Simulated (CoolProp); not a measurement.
Vapour-liquid equilibrium of isobutane (1) + R245fa (2) at 4.54 bar; x and y are mole fractions of (1).

Model: multi-fluid Helmholtz-energy mixture model, Bücker 2006 and Akasaka 2015; pair parameters Bell 2016, in CoolProp.

```csv
x,"bubble temperature, mixture model (°C)","bubble temperature, Raoult's law (°C)","y, mixture model","y, Raoult's law"
0.05,50.9,57.8,0.236,0.091
0.15,40.3,54.8,0.481,0.254
0.25,35.3,52.0,0.585,0.396
0.35,32.8,49.3,0.635,0.518
0.45,31.6,46.6,0.665,0.624
0.55,30.9,44.1,0.689,0.716
0.65,30.4,41.7,0.714,0.796
0.75,30.2,39.4,0.749,0.865
0.85,30.6,37.2,0.807,0.924
0.95,32.3,35.2,0.912,0.977
```

The largest gap from Raoult's law is -16.7 K in bubble temperature, at x = 0.25. y crosses x between x = 0.65 and 0.75: the model has an azeotrope there.

The pair parameters rest on a limited set of measurements; away from them the model extrapolates. With so large a gap from Raoult's law the liquid may split in two, which this calculation doesn't test in full.
